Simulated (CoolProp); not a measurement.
Saturated liquid density (kg/m³) of R1123: the reference equation beside estimates from Tc = 58.6 °C, pc = 45.49 bar, ω = 0.243.

Values from CoolProp's reference Helmholtz-energy equation of state, Akasaka 2020.

| T (°C) | reference | Soave-Redlich-Kwong | Peng-Robinson |
|---|---|---|---|
| -31.55 | 1247 | 1129 | 1279 |
| -25.65 | 1225 | 1107 | 1255 |
| -19.75 | 1203 | 1083 | 1229 |
| -13.95 | 1181 | 1059 | 1201 |
| -8.05 | 1157 | 1033 | 1172 |
| -2.15 | 1133 | 1005 | 1141 |
| 3.75 | 1106 | 975.3 | 1107 |
| 9.65 | 1079 | 943.7 | 1071 |
| 15.45 | 1050 | 910.4 | 1033 |
| 21.35 | 1018 | 873.8 | 990.5 |

Absolute difference from the reference over all 10 rows, mean and median: Soave-Redlich-Kwong 11.3 and 11.0 %, Peng-Robinson 1.6 and 1.7 %.
